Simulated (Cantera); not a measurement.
Feed: 1 mol PbS, a varied amount of H2, 5.2 mol N2, equilibrated at 10000 Pa.

Cantera equilibrium calculation (NASA polynomials, part measured and part estimated; ideal gas, pure solids and liquids). Candidate condensed phases: Pb, PbS, S; 18 gas species. Mutual solubility and eutectic melting of coexisting phases are not modelled. Rates play no part.

Stable condensed phases, one row left out:

```
T in °C \ n(H2) in mol
         0.71  2.3    4  5.6  7.2  8.8   10   12   14   15   17
   1175     A    A    A    A    A    A    A    A    A    A    A
   1125     A    A    A    A    A    A    A    A    A    A    A
   1075     A    A    A    A    A    A    A    A    A    A    A
   1025     A    A    A    A    A    A    A    A    A    A    A
    925     B    B    B    C    C    C    C    C    C    C    C
    875     B    B    B    B    B    B    B    C    C    C    C
    825     B    B    B    B    B    B    B    B    B    B    B
    775     B    B    B    B    B    B    B    B    B    B    B
    725     B    B    B    B    B    B    B    B    B    B    B
    675     B    B    B    B    B    B    B    B    B    B    B
    625     B    B    B    B    B    B    B    B    B    B    B
    575     B    B    B    B    B    B    B    B    B    B    B
    525     B    B    B    B    B    B    B    B    B    B    B
```

A: gas only; B: Pb + PbS; C: Pb.

Question: Give the row for 975 °C.

Answer: 0.71: gas only; 2.3: Pb; 4: Pb; 5.6: Pb; 7.2: Pb; 8.8: Pb; 10: Pb; 12: Pb; 14: Pb; 15: Pb; 17: Pb.
